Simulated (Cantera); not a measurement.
An adiabatic, constant-volume homogeneous reactor starts with CO : H₂ : O₂ : N₂ : CO₂ = 1 : 0.95 : 0.65 : 6.5 : 0.013 (molar parts), equivalence ratio 1.5, at 1550 K and 0.987 atm.

Detailed kinetics in Cantera: GRI-Mech 3.0 (53 species, 325 reactions).

**Question.** Predict: time of steepest temperature rise; temperature at 0.200 s; equilibrium temperature; x(CO) at 0.200 s; x(H₂) at 0.200 s; x(O₂) at 0.200 s; x(NO) at 0.200 s; x(O) at 0.200 s; x(H₂O₂) at 0.200 s.

**Answer.** 
```
Property                                                             Value
---------------------------------  ---------------------------------------
time of steepest temperature rise                                  25.4 µs
temperature at 0.200 s                                              2647 K
equilibrium temperature                                             2647 K
x(CO) at 0.200 s                     0.0673 (gas-phase equilibrium 0.0673)
x(H₂) at 0.200 s                     0.0176 (gas-phase equilibrium 0.0176)
x(O₂) at 0.200 s                   0.00216 (gas-phase equilibrium 0.00216)
x(NO) at 0.200 s                   0.00293 (gas-phase equilibrium 0.00293)
x(O) at 0.200 s                    0.00106 (gas-phase equilibrium 0.00106)
x(H₂O₂) at 0.200 s                 4.93e-8 (gas-phase equilibrium 4.93e-8)
```
